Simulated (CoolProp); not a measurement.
A simple Rankine cycle with tetrahydrofuran: condensing at 314.15 K, boiler at 0.271 MPa, turbine inlet 375 K, turbine efficiency 0.65, pump efficiency 0.8, no recuperator. Each further row changes one setting.

The numbers come from the reference Helmholtz-energy equation of state, Fiedler 2023 in CoolProp.

```csv
case,thermal efficiency (%),net work (kJ/kg),heat in (kJ/kg),turbine exit temperature (K),volume ratio over the turbine
as stated,9.2,46.3,504,334.3,6.05
turbine inlet 395 K,9.2,49.3,534,355.1,6.05
condensing temperature 306.15 K,10.3,53.6,519,328.0,8.19
boiler pressure 0.19 MPa,7.6,38.5,507,342.6,4.27
turbine efficiency 0.55,7.8,39.1,504,340.2,6.16
```
